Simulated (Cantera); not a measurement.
## Thermodynamics of roasting and sulfation, feed FeS₂ + H₂S + O₂

Charge: 1 mol FeS₂, 0.97 mol H₂S, 3.9 mol O₂, at 1625 °C and 2780 Torr.

Cantera equilibrium calculation (NASA polynomials, part measured and part estimated; ideal gas, pure solids and liquids). Candidate condensed phases: Fe, FeO, Fe(OH)₂, Fe(OH)₃, FeS, FeSO₄, FeS₂, Fe₂O₃, Fe₂(SO₄)₃, Fe₃O₄, H₂O, H₂SO₄, S; 22 gas species. The tables' stoichiometric FeO is somewhat more stable than real wüstite, so its field is too wide. FeO: taken at fixed stoichiometry. Equilibrium is a limit: real reactors are often held back by kinetics, nucleation or transport.

| Property | Result |
|---|---|
| x(SO₂) | 0.741 |
| x(H₂O) | 0.240 |
| x(SO) | 0.00889 |
| x(H₂) | 0.00657 |
| x(S₂) | 0.00222 |
| x(S₂O) | 0.000570 |
| x(H₂S) | 0.000471 |
| x(SH) | 0.000215 |
| x(OH) | 9.85e-5 |
| n(FeO(l)) | 1.000 mol |
| gas amount | 3.927 mol |
| log10 activity of Fe(l) (absent) | -1.90 |
| log10 activity of S(l) (absent) | -2.57 |
